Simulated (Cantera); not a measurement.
Input: 1 mol SiO2, 2.4 mol CH4, 1.1 mol CO, held at 5600 Pa.

These are equilibrium values from Cantera (NASA tables, ideal gas, pure condensed phases), not measurements of a reactor. Candidate condensed phases: C, C6H6, C7H8, C8H18, H2O, Si, SiC, SiO2; 123 gas species. Gases not in the tables: Si2H6 and higher silanes. Equilibrium is a limit: real reactors are often held back by kinetics, nucleation or transport.

At 1977 °C, list the 6 most abundant gas species with their mole fractions, and the condensed phases.

H2 0.585, CO 0.350, SiO 0.0357, H 0.0240, Si 0.00337, C2H2 (acetylene) 0.000299. Condensed: SiC(s).
